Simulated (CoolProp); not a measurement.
Methane along the isotherm 209.2 K: Z from the reference equation and from simpler models built on Tc = 190.6 K, pc = 45.99 bar, ω = 0.011; each cubic takes its own stable root.

Model: reference Helmholtz-energy equation of state, Setzmann 1991, in CoolProp.

```tsv
p (bar)	phase	reference
14.4	gas	0.9167
28.7	gas	0.8235
43.1	gas	0.7137
57.5	supercritical	0.5782
71.9	supercritical	0.4298
86.2	supercritical	0.3844
101	supercritical	0.3978
115	supercritical	0.4236
129	supercritical	0.4536
144	supercritical	0.4877
158	supercritical	0.5203
172	supercritical	0.5532
187	supercritical	0.5886
201	supercritical	0.6215
216	supercritical	0.6568
230	supercritical	0.6895
```

### Question
How far does each simpler model (van der Waals, Redlich-Kwong, Soave-Redlich-Kwong) lie from the reference over these 16 states: mean and median of the absolute difference, and the worst?

### Answer
- van der Waals: mean 17.1 %, median 23.9 %, worst +26.5 % at 209.2 K and 230 bar
- Redlich-Kwong: mean 5.1 %, median 5.1 %, worst +10.9 % at 209.2 K and 86.2 bar
- Soave-Redlich-Kwong: mean 5.2 %, median 5.2 %, worst +11.3 % at 209.2 K and 86.2 bar
